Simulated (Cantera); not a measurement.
# Stirred combustor or abatement burner

A perfectly stirred reactor is fed with 2.68 % CH₄, 11.2 % O₂, 86.1 % N₂, equivalence ratio 0.48, at 7.90 bar; it is adiabatic with a 800 K inlet, and is followed from long to short residence time, starting on the burning branch (τ in s: 0.032, 0.016, 0.0076, 0.0037, 0.0018, 0.00087, 0.00042, 0.0002, 9.9e-05, 4.8e-05, 2.3e-05, 1.1e-05).

Cantera simulation using GRI-Mech 3.0 (53 species, 325 reactions); the numbers are that mechanism's predictions, not measurements.

| τ (s) | T (K) | x CH₄ | x O₂ | x H | x CH₃ | x OH |
|---|---|---|---|---|---|---|
| 0.032 | 1412 | 0.000120 | 0.0590 | 5.61e-7 | 6.86e-6 | 2.95e-5 |
| 0.016 | 1401 | 0.000231 | 0.0597 | 1.06e-6 | 1.07e-5 | 2.92e-5 |
| 0.0076 | 1373 | 0.000549 | 0.0616 | 1.94e-6 | 1.72e-5 | 2.44e-5 |
| 0.0037 | 800 | 0.0268 | 0.112 | <1e-12 | 4.37e-11 | <1e-12 |
| 0.0018 | 800 | 0.0268 | 0.112 | <1e-12 | 2.09e-11 | <1e-12 |
| 0.00087 | 800 | 0.0268 | 0.112 | <1e-12 | 1.00e-11 | <1e-12 |
| 0.00042 | 800 | 0.0268 | 0.112 | <1e-12 | 4.83e-12 | <1e-12 |
| 0.00020 | 800 | 0.0268 | 0.112 | <1e-12 | 2.30e-12 | <1e-12 |
| 9.9e-5 | 800 | 0.0268 | 0.112 | <1e-12 | 1.14e-12 | <1e-12 |
| 4.8e-5 | 800 | 0.0268 | 0.112 | <1e-12 | <1e-12 | <1e-12 |
| 2.3e-5 | 800 | 0.0268 | 0.112 | <1e-12 | <1e-12 | <1e-12 |
| 1.1e-5 | 800 | 0.0268 | 0.112 | <1e-12 | <1e-12 | <1e-12 |
x: mole fraction; the columns are a selection and need not sum to one.
